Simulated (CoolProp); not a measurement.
Isobutane at 522.83 K and 4.17 MPa flows at 17 m/s in a round tube of 10 mm bore and 15 µm roughness, fully developed (64/Re and Nu = 3.66 if laminar; Colebrook and Gnielinski if turbulent). Each further row changes one setting.

Model: reference Helmholtz-energy equation of state, Bücker 2006, in CoolProp.

```
case             Reynolds number  Darcy friction factor  pressure drop (Pa/m)  heat-transfer coefficient (W/(m² K))  mass flow (kg/h)
---------------  ---------------  ---------------------  --------------------  ------------------------------------  ----------------
as stated                 765000                 0.0220                 21500                                  9920               324
velocity 34 m/s          1530000                 0.0219                 85200                                 19700               648
diameter 20 mm           1530000                 0.0186                  9050                                  8320              1300
```

Viscosity comes from a separate model (Vogel 2000). Thermal conductivity comes from a separate model (Perkins 2002).
